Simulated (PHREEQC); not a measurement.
Dissolve 3.6 mmol/kgw NH4Cl and 5.1 mmol/kgw NaF at 25 °C. It is in equilibrium with CO2 at log p = -2 (atm). Otherwise closed; pH follows from the charge balance.

Model: ion-association model, phreeqc.dat, run in PHREEQC.

This is a speciation only: nothing precipitates in the calculation.

Problem. Estimate the pH, specific conductance.

Solution. pH 5.34; specific conductance 1010 µS/cm.

Problem. In which forms is C present?

Solution. CO2 90 %, HCO3- 9.7 % of the C.
